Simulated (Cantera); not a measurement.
An isothermal, constant-pressure homogeneous reactor starts with H2 : O2 = 0.081 : 1 (molar parts), equivalence ratio 0.041, at 1000 K and 0.0132 atm.

Detailed kinetics in Cantera: the H2/O2 subset of GRI-Mech 3.0, which has no nitrogen chemistry. Radical loss at walls, strong at low pressure, is not modelled. The temperature is held fixed by assumption; the heat of reaction is taken as removed at once.

x: mole fraction; the columns are a selection and need not sum to one.

```csv
t (s),x H2,x O2,x OH,x H2O2,x H
3.00e-6,0.0749,0.925,<1e-12,<1e-12,2.00e-12
2.22e-5,0.0749,0.925,1.04e-12,<1e-12,1.39e-11
0.000164,0.0749,0.925,3.13e-11,<1e-12,9.24e-11
0.00122,0.0749,0.925,___,<1e-12,___
0.00900,0.00273,0.892,0.00257,1.73e-7,0.0162
0.0666,9.43e-5,0.921,0.000417,1.32e-7,0.000133
0.493,___,0.922,___,___,___
3.65,6.06e-8,0.922,1.28e-5,7.51e-9,3.87e-9
27.0,4.96e-9,0.922,3.84e-6,1.24e-9,1.05e-10
200,5.57e-10,0.922,1.31e-6,1.87e-10,4.15e-12
```

Task: Fill in the missing entries.

Result: 
- 0.00122, x OH: 3.88e-9
- 0.00122, x H: 7.49e-9
- 0.493, x H2: 1.57e-6
- 0.493, x OH: 5.79e-5
- 0.493, x H2O2: 4.15e-8
- 0.493, x H: 3.60e-7
